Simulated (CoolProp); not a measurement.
Saturated liquid density (kg/m³) of ethane: the reference equation beside estimates from Tc = 32.2 °C, pc = 4872 kPa, ω = 0.099.

Computed with CoolProp (reference Helmholtz-energy equation of state, Bücker 2006).

| T (°C) | reference | van der Waals | Redlich-Kwong | Peng-Robinson |
|---|---|---|---|---|
| -85.15 | 539.5 | 351.9 | 517.0 | 586.7 |
| -72.15 | 522.7 | 340.9 | 497.9 | 567.1 |
| -59.15 | 504.9 | 329.1 | 477.1 | 545.3 |
| -46.15 | 485.9 | 316.4 | 454.3 | 520.9 |
| -33.15 | 465.3 | 302.3 | 429.1 | 493.4 |
| -20.15 | 442.6 | 286.7 | ___ | ___ |
| -7.15 | 416.6 | 268.9 | 368.9 | 425.1 |
| 5.85 | ___ | 247.7 | 331.0 | 380.5 |
| 18.75 | 344.1 | 220.4 | 283.1 | 322.6 |

### Question
Fill in the missing entries.

### Answer

- -20.15, Redlich-Kwong: 401.0
- -20.15, Peng-Robinson: 461.9
- 5.85, reference: 385.4

Absolute difference from the reference over all 9 rows, mean and median: van der Waals 35.2 and 35.0 %, Redlich-Kwong 9.0 and 7.8 %, Peng-Robinson 5.8 and 6.2 %.
